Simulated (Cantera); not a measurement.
Feed: 1 mol N2O, 3.1 mol O2, held at 2523.15 K and 10000 Pa.

Method: chemical equilibrium by Gibbs-energy minimisation in Cantera with the NASA 1993 tables (ideal gas, pure condensed phases). The numbers say what is thermodynamically allowed, not how fast it happens.

**Question.** What is the equilibrium state?

**Answer.** 
```
Quantity       Result
----------  ---------
x(O2)           0.732
x(N2)           0.201
x(O)           0.0439
x(NO)          0.0226
x(NO2)        1.16e-5
gas amount  4.703 mol
```
